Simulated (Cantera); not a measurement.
## NO annealing gas

An isothermal, constant-pressure homogeneous reactor starts with NO : N₂ = 1 : 0.29 (molar parts), at 2048 K and 660 Torr.

Computed with Cantera and GRI-Mech 3.0 (53 species, 325 reactions).

```
t (s)       x NO       x O     x N₂O   x N₂     x O₂     x NO₂
--------  ------  --------  --------  -----  -------  --------
5.00e-5    0.775   2.30e-5   4.02e-5  0.225  1.05e-6   2.27e-5
0.000307   0.775   9.08e-5  0.000174  0.225  6.13e-5  0.000181
0.00188    0.771  0.000140  0.000283  0.226  0.00151  0.000298
0.0115     0.752  0.000172  0.000267  0.236   0.0112  0.000371
0.0707     0.640  0.000295  0.000186  0.292   0.0669  0.000570
0.434      0.260  0.000528   2.88e-5  0.482    0.257  0.000431
2.66      0.0210  0.000631   6.08e-7  0.602    0.377   4.20e-5
16.3      0.0104  0.000635   4.78e-7  0.607    0.382   2.09e-5
100       0.0104  0.000635   4.78e-7  0.607    0.382   2.09e-5
```
x: mole fraction; the columns are a selection and need not sum to one.

Equilibrium at this temperature and pressure: NO 0.0104, O 0.000635, N₂O 4.78e-7, N₂ 0.607, O₂ 0.382, NO₂ 2.09e-5 (gas phase only).
